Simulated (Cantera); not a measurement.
What does this Cantera script print?

```python
import numpy as np
import cantera as ct

gas_names = """
    C2H4 CH3
""".split()
cond_names = """
    Ta(cr) Ta(L) TaC(s) TaC(L)
""".split()


# ... load() reads the species with a 1 bar reference pressure and builds the phases ...
species = {s.name: s for s in load("nasa_gas.yaml", gas_names) + load("nasa_condensed.yaml", cond_names)}
# Each term lists the table entries of one substance; the one whose range holds T is used.
reactions = {
    '2 Ta + 3 C2H4(g) = 4 CH3(g) + 2 TaC':
        [(-2, ['Ta(cr)', 'Ta(L)']), (-3, ['C2H4']), (4, ['CH3']), (2, ['TaC(s)', 'TaC(L)'])],
}


def pick(names, T):
    return next(species[n] for n in names if species[n].thermo.min_temp <= T <= species[n].thermo.max_temp)


results = []
for label, terms in reactions.items():
    print(label)
    print("     T/K   dH/kJ  dS/(J/K)   dG/kJ   log10 K")
    for T in [2473, 2523, 2573, 2623, 2673, 2723, 2773]:
        used = [(nu, pick(names, T)) for nu, names in terms]
        dH = sum(nu * s.thermo.h(T) for nu, s in used) / 1e6
        dS = sum(nu * s.thermo.s(T) for nu, s in used) / 1e3
        dG = dH - T * dS / 1e3
        logK = -dG * 1e6 / (ct.gas_constant * T * np.log(10))
        results.append((label, T, dH, dS, dG, logK, [s.name for _, s in used]))
        print(f"{T:8g} {dH:8.1f} {dS:8.1f} {dG:8.1f} {logK:8.2f}")
```

Output:

```
2 Ta + 3 C2H4(g) = 4 CH3(g) + 2 TaC
     T/K   dH/kJ  dS/(J/K)   dG/kJ   log10 K
    2473    148.1    145.5   -211.8     4.47
    2523    147.8    145.4   -219.0     4.53
    2573    147.4    145.3   -226.3     4.59
    2623    147.1    145.1   -233.6     4.65
    2673    146.7    145.0   -240.8     4.71
    2723    146.3    144.8   -248.1     4.76
    2773    146.0    144.7   -255.3     4.81
```

Cantera with NASA thermochemical tables; ideal gases at 1 bar, condensed phases pure. TaC: taken at fixed stoichiometry. Condensed species are held in their standard states even where they would react or evaporate.
